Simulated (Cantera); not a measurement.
A perfectly stirred reactor is fed with CH3OH : O2 : N2 = 1 : 2.42 : 9.1 (molar parts), equivalence ratio 0.62, at 1.20 bar; it is adiabatic with a 650 K inlet, and is followed from long to short residence time, starting on the burning branch (τ in s: 0.21, 0.08, 0.031, 0.012, 0.0046, 0.0018, 0.00069, 0.00026, 0.0001, 3.9e-05, 1.5e-05, 5.9e-06).

Computed with Cantera and GRI-Mech 3.0 (53 species, 325 reactions). GRI-Mech 3.0 was tuned for natural gas; its chemistry of methanol as a main component is partial and can be far from experiment.

Problem. What does this change do: inlet temperature 650 to 450 K?

Solution. 
| quantity | before | after |
|---|---|---|
| blow-out, bracketed by the residence times tried | burning at 0.100 ms, out at 39.0 µs | burning at 0.260 ms, out at 0.100 ms |
| x(CH3OH) at τ = 0.210 s | 7.71e-7 | 1.54e-6 |
| x(O2) at τ = 0.210 s | 0.0701 | 0.0704 |
| x(CH2) at τ = 0.210 s | 1.50e-9 | 8.42e-10 |
| x(NO) at τ = 0.210 s | 0.000362 | 4.82e-5 |
| x(NO2) at τ = 0.210 s | 3.96e-7 | 7.66e-8 |
| x(CH3OH) at τ = 0.690 ms | 5.02e-5 | 8.10e-5 |
| x(O2) at τ = 0.690 ms | 0.0733 | 0.0741 |
| x(CH2) at τ = 0.690 ms | 1.80e-7 | 1.73e-7 |
| x(NO) at τ = 0.690 ms | 1.37e-5 | 5.25e-6 |
| x(NO2) at τ = 0.690 ms | 1.09e-8 | 6.48e-9 |

Problem. What does this change do: inlet temperature 650 to 425 K?

Solution. 
```json
[
 {"quantity": "blow-out, bracketed by the residence times tried", "before": "burning at 0.100 ms, out at 39.0 µs", "after": "burning at 0.260 ms, out at 0.100 ms"},
 {"quantity": "x(CH3OH) at τ = 0.210 s", "before": "7.71e-7", "after": "1.66e-6"},
 {"quantity": "x(O2) at τ = 0.210 s", "before": "0.0701", "after": "0.0705"},
 {"quantity": "x(CH2) at τ = 0.210 s", "before": "1.50e-9", "after": "7.61e-10"},
 {"quantity": "x(NO) at τ = 0.210 s", "before": "0.000362", "after": "3.82e-5"},
 {"quantity": "x(NO2) at τ = 0.210 s", "before": "3.96e-7", "after": "6.44e-8"},
 {"quantity": "x(CH3OH) at τ = 0.690 ms", "before": "5.02e-5", "after": "8.68e-5"},
 {"quantity": "x(O2) at τ = 0.690 ms", "before": "0.0733", "after": "0.0742"},
 {"quantity": "x(CH2) at τ = 0.690 ms", "before": "1.80e-7", "after": "1.72e-7"},
 {"quantity": "x(NO) at τ = 0.690 ms", "before": "1.37e-5", "after": "4.63e-6"},
 {"quantity": "x(NO2) at τ = 0.690 ms", "before": "1.09e-8", "after": "6.13e-9"}
]
```
